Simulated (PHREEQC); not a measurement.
## Buffer

A solution holds 0.27 mol NaHCO3 and 6.2e-05 mol NaF per kg of water, at 65 °C. Closed to the air; pH follows from the charge balance.

All values are PHREEQC results (ion-association model, wateq4f.dat), not measurements.

No solid was allowed to form.

Q: Estimate the pH, activity of water, ionic strength.

A: pH 7.46; activity of water 0.991; ionic strength 0.246 mol/kgw.

Q: In which forms is Na present?

A: Na+ 91 %, NaHCO3 5.7 %, NaCO3- 3.5 % of the Na.

Species that the database lacks are ignored. Away from 25 °C the constants follow the database's enthalpies or fits; those with neither stay at their 25 °C values.
